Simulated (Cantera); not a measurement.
Cantera run:

```python
import numpy as np
import cantera as ct

gas_names = """
    H HO2 H2 H2O H2O2 Nb NbO NbO2 O OH O2 O3
""".split()
cond_names = """
    H2O(s) H2O(L) Nb(cr) Nb(L) NbO(s) NbO(L) NbO2(I) NbO2(II) NbO2(III) NbO2(L) Nb2O5(s) Nb2O5(L)
""".split()


def load(file, names, dense=False):
    # The tables refer to 1 bar. Condensed volumes are neglected.
    table = {s.name: s for s in ct.Species.list_from_file(file)}
    out = []
    for n in names:
        d = dict(table[n].input_data)
        d["thermo"] = dict(d["thermo"], **{"reference-pressure": 1e5})
        if dense:
            d["equation-of-state"] = {"model": "constant-volume", "density": "1e6 g/cm^3"}
        out.append(ct.Species.from_dict(d))
    return out


gas = ct.Solution(thermo="ideal-gas", species=load("nasa_gas.yaml", gas_names))
cond = {s.name: ct.Solution(thermo="fixed-stoichiometry", species=[s], name=s.name)
        for s in load("nasa_condensed.yaml", cond_names, dense=True)}
atoms = {
    'Nb2O5': {'Nb': 2, 'O': 5},
    'H2': {'H': 2},
    'H2O': {'H': 2, 'O': 1},
}
top_T = {}  # K; cautious upper limits of use, not melting points


def equilibrate(T, P, feed):
    n = {}
    for name, mol in feed.items():
        for a, k in atoms[name].items():
            n[a] = n.get(a, 0.0) + k * mol
    gas.TPX = T, P, n
    mass = sum(n.values()) * gas.mean_molecular_weight
    gas.equilibrate("TP")
    valid = [c for c in cond.values() if c.min_temp <= T <= top_T.get(c.name, c.max_temp)]
    mix = ct.Mixture([(gas, mass / gas.mean_molecular_weight)] + [(c, 0.0) for c in valid])
    mix.T, mix.P = T, P
    mix.equilibrate("TP", solver="vcs", rtol=1e-11, max_steps=5000)
    return mix


results = []
T = 1375  # K
P = 950  # Pa
for m in [5.2, 6.2, 7.5, 9.1, 11, 13, 16, 19, 23, 28, 34, 40, 49]:
    feed = {'Nb2O5': 1, 'H2': m, 'H2O': 0.055}  # mol
    mix = equilibrate(T, P, feed)
    results.append((T, P, feed, dict(zip(mix.species_names, mix.species_moles))))

top = {s: max(r[3][s] / sum(r[3][g] for g in gas_names) for r in results) for s in gas_names}
cols = sorted((s for s in top if top[s] > 1e-06), key=lambda s: -top[s])[:6]
seen = [c for c in cond_names if any(r[3].get(c, 0) > 1e-12 for r in results)]
print("log10 of partial pressures in bar; condensed amounts in mol")
print(f"{'n(H2)':>10s}" + "".join(f"{s[:9]:>10s}" for s in cols + seen))
for T, P, feed, n in results:
    ng = sum(n[g] for g in gas_names)
    print(f"{feed['H2']:10.4g}" + "".join(f"{np.log10(max(n[s] / ng * P / 1e5, 1e-99)):10.3f}" for s in cols)
          + "".join(f"{n.get(c, 0):10.4g}" for c in seen))
```

Output:

```
log10 of partial pressures in bar; condensed amounts in mol
     n(H2)        H2       H2O         H NbO2(III)  Nb2O5(s)
       5.2    -2.046    -3.304    -6.488    0.4388    0.7806
       6.2    -2.046    -3.304    -6.488    0.5432    0.7284
       7.5    -2.046    -3.304    -6.488     0.679    0.6605
       9.1    -2.046    -3.304    -6.488    0.8461     0.577
        11    -2.046    -3.304    -6.488     1.044    0.4778
        13    -2.046    -3.304    -6.488     1.253    0.3733
        16    -2.046    -3.304    -6.488     1.567    0.2167
        19    -2.046    -3.304    -6.488      1.88   0.06005
        23    -2.043    -3.362    -6.486         2         0
        28    -2.039    -3.447    -6.485         2         0
        34    -2.036    -3.531    -6.483         2         0
        40    -2.034    -3.602    -6.482         2         0
        49    -2.032    -3.690    -6.481         2         0
```

Method: chemical equilibrium by Gibbs-energy minimisation in Cantera with the NASA 1993 tables (ideal gas, pure condensed phases). Mutual solubility and eutectic melting of coexisting phases are not modelled. Condensed phases not in the tables: the oxides between NbO2 and Nb2O5.
